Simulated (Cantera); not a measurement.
A closed system holds: 1 mol C₂H₂, 2.5 mol H₂, equilibrated at 2100 °C and 71.0 Pa.

Equilibrium computed with Cantera from the NASA thermochemical tables; the gas is ideal and each condensed phase is pure. Candidate condensed phases: C, C₆H₆, C₇H₈, C₈H₁₈; 76 gas species. Equilibrium is a limit: real reactors are often held back by kinetics, nucleation or transport.

Base state: H₂ 0.592, H 0.404, C₂H₂ (acetylene) 0.00365, C₂H 0.000134, C₃ 8.72e-5, C 3.73e-5 (mole fractions); condensed: C(graphite).

Task: What changes in the equilibrium state with this change: C₂H₂ replaced by C₂H₅OH?

Result: 
| species | before | after |
|---|---|---|
| H₂ | 0.592 | 0.500 |
| H | 0.404 | 0.371 |
| CO | 0 | 0.125 |
| C₂H₂ (acetylene) | 0.00365 | 0.00308 |
| C₂H | 0.000134 | 0.000123 |
| C₃ | 8.72e-5 | 8.72e-5 |
| C | 3.73e-5 | 3.73e-5 |
| C(graphite), mol | 1.97 | 0.946 |
Further candidate phases: H₂O.

Task: What changes in the equilibrium state with this change: temperature from 2100 °C to 1327 °C?

Result: 
| species | before | after |
|---|---|---|
| H₂ | 0.592 | 0.998 |
| H | 0.404 | 0.00204 |
| C₂H₂ (acetylene) | 0.00365 | 2.74e-5 |
| C₂H | 0.000134 | <1e-9 |
| C₃ | 8.72e-5 | <1e-9 |
| C | 3.73e-5 | <1e-9 |
| C(graphite), mol | 1.97 | 2.00 |

Task: What changes in the equilibrium state with this change: temperature from 2100 °C to 2425 °C?

Result: 
| species | before | after |
|---|---|---|
| H | 0.404 | 0.826 |
| H₂ | 0.592 | 0.152 |
| C₃ | 8.72e-5 | 0.0121 |
| C₅ | 1.45e-7 | 8.01e-5 |
| C₄ | 3.17e-8 | 1.58e-5 |
| C(graphite), mol | 1.97 | 1.67 |
